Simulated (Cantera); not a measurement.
A closed system holds: 1 mol trisilylamine, 0.23 mol NH3, 19 mol H2, equilibrated at 1398 K and 1.00 bar.

Method: chemical equilibrium by Gibbs-energy minimisation in Cantera with the NASA 1993 tables (ideal gas, pure condensed phases). Candidate condensed phases: Si, Si3N4; 18 gas species. The feed counts by its element totals alone. Mutual solubility and eutectic melting of coexisting phases are not modelled. Equilibrium is a limit: real reactors are often held back by kinetics, nucleation or transport.

Base state: H2 1.000 (mole fractions); condensed: Si(s) + Si3N4(s).

### Question
What changes in the equilibrium state with this change: temperature from 1398 K to 1798.15 K?

### Answer
```csv
species,before,after
H2,1.000,0.991
N2,5.48e-6,0.00854
H,4.73e-6,0.000351
SiH2,3.66e-7,2.93e-5
"Si(s), mol",2.08,0
"Si3N4(s), mol",0.307,0.205
"Si(l), mol",0,2.38
```
Gases not in the tables: Si2H6 and higher silanes.

### Question
What changes in the equilibrium state with this change: trisilylamine replaced by SiCl4?

### Answer
| species | before | after |
|---|---|---|
| H2 | 1.000 | 0.883 |
| HCl | 0 | 0.0774 |
| SiCl2 | 0 | 0.0141 |
| SiCl4 | 0 | 0.0104 |
| SiHCl3 | 0 | 0.00832 |
| SiCl3 | 0 | 0.00585 |
| SiH2Cl2 | 0 | 0.00100 |
| Si(s), mol | 2.08 | 0 |
| Si3N4(s), mol | 0.307 | 0.0574 |
The tables' values for SiCl3 are old estimates; treat these amounts as uncertain. Further candidate phases: NH4Cl.

### Question
What changes in the equilibrium state with this change: pressure from 1.00 bar to 21.0 Pa?

### Answer
| species | before | after |
|---|---|---|
| H2 | 1.000 | 0.975 |
| N2 | 5.48e-6 | 0.0251 |
| H | 4.73e-6 | 0.000322 |
| Si(s), mol | 2.08 | 3.00 |
| Si3N4(s), mol | 0.307 | 0 |
